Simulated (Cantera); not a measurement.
An adiabatic, constant-pressure homogeneous reactor starts with H2 : O2 : N2 = 1 : 0.333 : 1.25 (molar parts), equivalence ratio 1.5, at 975 K and 1.01 bar. Integrator tolerance rtol = 1e-08.

Detailed kinetics in Cantera: the H2/O2 subset of GRI-Mech 3.0, which has no nitrogen chemistry.

```tsv
quantity	before	after
time of steepest temperature rise	0.911 ms	18.8 ms
temperature at 1.00 s	2654 K	2719 K
equilibrium temperature	2654 K	2719 K
x(H2) at 1.00 s	0.143 (gas-phase equilibrium 0.143)	0.145 (gas-phase equilibrium 0.145)
x(O2) at 1.00 s	0.000557 (gas-phase equilibrium 0.000557)	0.000235 (gas-phase equilibrium 0.000235)
x(O) at 1.00 s	0.000700 (gas-phase equilibrium 0.000700)	0.000295 (gas-phase equilibrium 0.000295)
x(HO2) at 1.00 s	4.10e-7 (gas-phase equilibrium 4.10e-7)	3.58e-7 (gas-phase equilibrium 3.58e-7)
x(H) at 1.00 s	0.0181 (gas-phase equilibrium 0.0181)	0.0114 (gas-phase equilibrium 0.0114)
x(H2O2) at 1.00 s	6.44e-8 (gas-phase equilibrium 6.44e-8)	9.81e-8 (gas-phase equilibrium 9.81e-8)
```

### Question
What was changed between the two runs?
(A) initial temperature 975 to 1098 K
(B) constant volume in place of constant pressure
(C) initial temperature 975 to 1400 K
(D) pressure from 1.01 bar to 4.20 bar

### Answer
D, pressure from 1.01 bar to 4.20 bar
